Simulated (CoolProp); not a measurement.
Aqueous ethanol as a coolant, at 22 °C, 1 atm.

Computed with CoolProp (Melinder's fits for secondary coolants).

```tsv
mass %	freezing point (°C)	viscosity (mPa s)	Prandtl number	cp (kJ/(kg K))	conductivity (W/(m K))
3.2	-1.3	1.09	7.93	…	0.578
9.4	…	1.41	11.3	4.289	0.535
15.7	-7.9	1.77	15.5	…	0.494
21.9	…	…	20.0	4.315	0.457
28.1	-18.3	2.40	24.1	4.249	0.422
34.3	-24.3	…	27.5	4.148	0.390
40.5	-30.0	2.67	29.9	4.031	0.360
46.8	-35.2	2.68	31.6	3.906	0.331
53	-39.8	…	32.5	3.772	…
```

Task: Complete the blanks.

Result: 
- 3.2, cp (kJ/(kg K)): 4.209
- 9.4, freezing point (°C): -4.1
- 15.7, cp (kJ/(kg K)): 4.330
- 21.9, freezing point (°C): -12.7
- 21.9, viscosity (mPa s): 2.12
- 34.3, viscosity (mPa s): 2.58
- 53, viscosity (mPa s): 2.63
- 53, conductivity (W/(m K)): 0.305
